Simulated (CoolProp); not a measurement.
A closed Brayton cycle with carbon dioxide: compressor inlet 330.15 K and 9.9 MPa, high pressure 27.2 MPa, turbine inlet 745 K, compressor efficiency 0.89, turbine efficiency 0.93, recuperator effectiveness 0 (on enthalpy, no pinch check). Each further row changes one setting.

Computed with CoolProp (reference Helmholtz-energy equation of state, Span 1996).

| case | thermal efficiency (%) | net work (kJ/kg) | compressor to turbine work | compressor exit (K) | turbine exit (K) |
|---|---|---|---|---|---|
| as stated | 15.9 | 74.6 | 0.39 | 405.9 | 626.9 |
| turbine inlet 695 K | 15.9 | 64.6 | ___ | 405.9 | ___ |
| compressor inlet 340.15 K | 15.6 | 67.4 | 0.45 | 425.1 | 626.9 |
| high pressure 23.1 MPa | 13.7 | ___ | 0.36 | ___ | ___ |
| recuperator effectiveness 0.5 | 22.1 | 74.6 | 0.39 | 405.9 | 626.9 |

Question: Complete the blanks.

Answer: 
- turbine inlet 695 K, compressor to turbine work: 0.42
- turbine inlet 695 K, turbine exit (K): 581.3
- high pressure 23.1 MPa, net work (kJ/kg): 65.8
- high pressure 23.1 MPa, compressor exit (K): 393.5
- high pressure 23.1 MPa, turbine exit (K): 645.5
